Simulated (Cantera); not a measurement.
Charge: 1 mol MgCl2, 4.7 mol O2, 220 mol N2, at 1330 Pa.

Method: chemical equilibrium by Gibbs-energy minimisation in Cantera with the NASA 1993 tables (ideal gas, pure condensed phases). Candidate condensed phases: Mg, MgCl2, MgO; 18 gas species. Equilibrium is a limit: real reactors are often held back by kinetics, nucleation or transport.

log p: log10 of the partial pressure in bar; n: condensed amount in mol.

| T (K) | log p N2 | log p O2 | log p Cl | log p Cl2 | n MgO(s) |
|---|---|---|---|---|---|
| 1100 | -1.89 | -3.60 | -4.96 | -4.28 | [?] |
| 1250 | -1.89 | -3.60 | -4.39 | -4.57 | [?] |
| 1400 | -1.89 | -3.59 | -4.17 | -5.26 | 0.662 |
| 1550 | -1.89 | -3.60 | -4.10 | -6.02 | 0.690 |
| 1700 | -1.89 | -3.60 | -4.06 | -6.69 | 0.742 |
| 1850 | -1.89 | -3.62 | -4.03 | -7.26 | 0.787 |
| 2000 | -1.89 | -3.64 | -4.01 | -7.76 | 0.816 |
| 2150 | -1.89 | -3.66 | -4.00 | -8.20 | [?] |

Q: What belongs in the gaps?

A: 
- 1100, n MgO(s): 0.972
- 1250, n MgO(s): 0.794
- 2150, n MgO(s): 0.729
